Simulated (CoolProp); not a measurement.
Computed with CoolProp (reference Helmholtz-energy equation of state, Thol 2017).

Q: For octamethyltrisiloxane (MDM), give the phase and the density (kg/m³), cp (kJ/(kg K)), Joule-Thomson coefficient (K/MPa), fugacity coefficient at 575 K and 1.08 MPa.

A: 
- 575 K and 1.08 MPa: gas; density 76.9, cp 2.33, Joule-Thomson coefficient 15.7, fugacity coefficient 0.768
